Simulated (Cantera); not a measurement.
Input: 1 mol CuO, 1 mol CH4, 2.5 mol CO, equilibrated at 2073.15 K and 2.78 Torr.

Cantera equilibrium calculation (NASA polynomials, part measured and part estimated; ideal gas, pure solids and liquids). Candidate condensed phases: C, C6H6, C7H8, C8H18, Cu, CuO, Cu(OH)2, Cu2O, H2O; 113 gas species. Equilibrium is a limit: real reactors are often held back by kinetics, nucleation or transport.

Base state: CO 0.532, H2 0.292, Cu 0.152, H 0.0234, Cu2 5.41e-5 (mole fractions); condensed: gas only.

Problem. What changes in the equilibrium state with this change: temperature from 2073.15 K to 1000 K?

Solution. 
```tsv
species	before	after
CO	0.532	0.635
H2	0.292	0.364
CO2	4.16e-7	0.000847
Cu	0.152	4.22e-9
H	0.0234	2.25e-8
Cu2	5.41e-5	<1e-9
CH4	5.12e-9	4.67e-5
H2O	1.11e-6	0.000338
C(graphite), mol	0	0.00625
Cu(s), mol	0	1.00
```
